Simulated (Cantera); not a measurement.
Cantera run:

```python
import numpy as np
import cantera as ct

gas_names = """
    C CH CH2 CH3 CH2OH CH3O CH4 CH3OH CN CO CO2 COOH C2 C2H CHCO,ketyl C2H2,acetylene C2H2,vinylidene
    CH2CO,ketene C2H3,vinyl CH3CN CH3CO,acetyl C2H4 C2H4O,ethylen CH3CHO,ethanal CH3COOH (HCOOH)2 C2H5
    C2H6 CH3OCH3 C2H5OH CCN CNC C2N2 C2O C3 C3H3,propargyl C3H4,allene C3H4,propyne C3H4,cyclo-
    C3H5,allyl C3H6,propylene C3H6,cyclo- C3H6O C3H7,n-propyl C3H7,i-propyl C3H8 C3H8O,1propanol
    C3H8O,2propanol C3O2 C4 C4H2 C4H4,1,3-cyclo- C4H6,butadiene C4H6,2-butyne C4H6,cyclo- C4H8,1-butene
    C4H8,cis2-buten C4H8,tr2-butene C4H8,isobutene C4H8,cyclo- (CH3COOH)2 C4H9,n-butyl C4H9,i-butyl
    C4H9,s-butyl C4H9,t-butyl C4H10,isobutane C4H10,n-butane C4N2 C5 C5H6,1,3cyclo- C5H8,cyclo-
    C5H10,1-pentene C5H10,cyclo- C5H11,pentyl C5H11,t-pentyl C5H12,n-pentane C5H12,i-pentane
    CH3C(CH3)2CH3 C6H2 C6H5,phenyl C6H5O,phenoxy C6H6 C6H5OH,phenol C6H10,cyclo- C6H12,1-hexene
    C6H12,cyclo- C6H13,n-hexyl C7H7,benzyl C7H8 C7H8O,cresol C7H14,1-heptene C7H15,n-heptyl
    C7H16,n-heptane C8H8,styrene C8H10,ethylbenz C8H16,1-octene C8H17,n-octyl C8H18,isooctane
    C8H18,n-octane C9H19,n-nonyl C10H8,naphthale C10H21,n-decyl C12H9,o-bipheny C12H10,bipheny H HCN HCO
    HCCN HNC HNCO HNO HNO2 HNO3 HO2 H2 HCHO,formaldehy HCOOH H2O H2O2 N NCO NH NH2 NH3 NH2OH NO NO2 NO3
    N2 N2H2 N2H4 N2O O OH O2 O3 Si SiC SiC2 SiC4H12 SiH SiH2 SiH3 SiH4 SiN SiO SiO2 Si2 Si2C Si2N Si3
""".split()
cond_names = """
    C(gr) C6H6(L) C7H8(L) C8H18(L),n-octa H2O(s) H2O(L) Si(cr) Si(L) SiC(b) SiO2(Lqz) SiO2(hqz) SiO2(L)
    Si2N2O(s) Si3N4(a)
""".split()


def load(file, names, dense=False):
    # The tables refer to 1 bar. Condensed volumes are neglected.
    table = {s.name: s for s in ct.Species.list_from_file(file)}
    out = []
    for n in names:
        d = dict(table[n].input_data)
        d["thermo"] = dict(d["thermo"], **{"reference-pressure": 1e5})
        if dense:
            d["equation-of-state"] = {"model": "constant-volume", "density": "1e6 g/cm^3"}
        out.append(ct.Species.from_dict(d))
    return out


gas = ct.Solution(thermo="ideal-gas", species=load("nasa_gas.yaml", gas_names))
cond = {s.name: ct.Solution(thermo="fixed-stoichiometry", species=[s], name=s.name)
        for s in load("nasa_condensed.yaml", cond_names, dense=True)}
atoms = {
    'SiC': {'Si': 1, 'C': 1},
    'N2O': {'N': 2, 'O': 1},
    'H2': {'H': 2},
    'O2': {'O': 2},
}
top_T = {'C(gr)': 4500, 'SiC(b)': 3050, 'Si2N2O(s)': 2100, 'Si3N4(a)': 2400}  # K; cautious upper limits of use, not melting points


def equilibrate(T, P, feed):
    n = {}
    for name, mol in feed.items():
        for a, k in atoms[name].items():
            n[a] = n.get(a, 0.0) + k * mol
    gas.TPX = T, P, n
    mass = sum(n.values()) * gas.mean_molecular_weight
    gas.equilibrate("TP")
    valid = [c for c in cond.values() if c.min_temp <= T <= top_T.get(c.name, c.max_temp)]
    mix = ct.Mixture([(gas, mass / gas.mean_molecular_weight)] + [(c, 0.0) for c in valid])
    mix.T, mix.P = T, P
    mix.equilibrate("TP", solver="vcs", rtol=1e-11, max_steps=5000)
    return mix


results = []
feed = {'SiC': 1, 'N2O': 3.4, 'H2': 10, 'O2': 0.043}  # mol
P = 101325  # Pa
for T in [925, 1025, 1125, 1225, 1325, 1425, 1525, 1625, 1725, 1825, 1925, 2025, 2125]:
    mix = equilibrate(T, P, feed)
    results.append((T, P, feed, dict(zip(mix.species_names, mix.species_moles))))

top = {s: max(r[3][s] / sum(r[3][g] for g in gas_names) for r in results) for s in gas_names}
cols = sorted((s for s in top if top[s] > 0.0001), key=lambda s: -top[s])[:5]
seen = [c for c in cond_names if any(r[3].get(c, 0) > 1e-12 for r in results)]
print("log10 of partial pressures in bar; condensed amounts in mol")
print(f"{'T/K':>10s}" + "".join(f"{s[:9]:>10s}" for s in cols + seen))
for T, P, feed, n in results:
    ng = sum(n[g] for g in gas_names)
    print(f"{T:10.4g}" + "".join(f"{np.log10(max(n[s] / ng * P / 1e5, 1e-99)):10.3f}" for s in cols)
          + "".join(f"{n.get(c, 0):10.4g}" for c in seen))
```

It prints:

```
log10 of partial pressures in bar; condensed amounts in mol
       T/K        H2        N2        CO       H2O       CH4 SiO2(hqz)   SiO2(L)
       925    -0.212    -0.591    -1.500    -1.176    -1.432         1         0
      1025    -0.181    -0.614    -1.232    -1.412    -2.073         1         0
      1125    -0.174    -0.620    -1.177    -1.488    -2.942         1         0
      1225    -0.173    -0.621    -1.167    -1.493    -3.782         1         0
      1325    -0.173    -0.621    -1.164    -1.489    -4.511         1         0
      1425    -0.173    -0.621    -1.162    -1.485    -5.138         1         0
      1525    -0.173    -0.621    -1.161    -1.482    -5.683         1         0
      1625    -0.174    -0.621    -1.160    -1.480    -6.159         1         0
      1725    -0.174    -0.621    -1.159    -1.478    -6.578         0    0.9999
      1825    -0.174    -0.621    -1.158    -1.477    -6.951         0     0.999
      1925    -0.175    -0.622    -1.158    -1.471    -7.289         0     0.994
      2025    -0.177    -0.622    -1.159    -1.452    -7.611         0    0.9716
      2125    -0.183    -0.625    -1.162    -1.394    -7.958         0    0.8953
```

These are equilibrium values from Cantera (NASA tables, ideal gas, pure condensed phases), not measurements of a reactor. The tables hold silica as quartz up to 1696 K and as liquid above; real silica turns to tridymite and cristobalite and melts near 1996 K. Gases not in the tables: Si(OH)4.
